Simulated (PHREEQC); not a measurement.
Solution (15 °C): 0.0037 mol/kgw NH4Cl, 0.086 mol/kgw K2HPO4 and 6e-05 mol/kgw NaCl. Closed to the air; pH follows from the charge balance.

All values are PHREEQC results (ion-association model, phreeqc.dat), not measurements.

The pH is 8.92, the ionic strength is 0.247 mol/kgw and the density is 1.012 g/cm³. The total alkalinity comes out as 86.0 meq/kg.

```
species  molality  activity   log γ
-------  --------  --------  ------
K+          0.165     0.116  -0.155
HPO4-2     0.0785    0.0221  -0.551
KHPO4-    0.00676   0.00498  -0.133
Cl-       0.00376   0.00265  -0.153
NH4+      0.00324   0.00215  -0.177
H2PO4-   0.000620  0.000456  -0.133
```

This is a speciation only: nothing precipitates in the calculation.
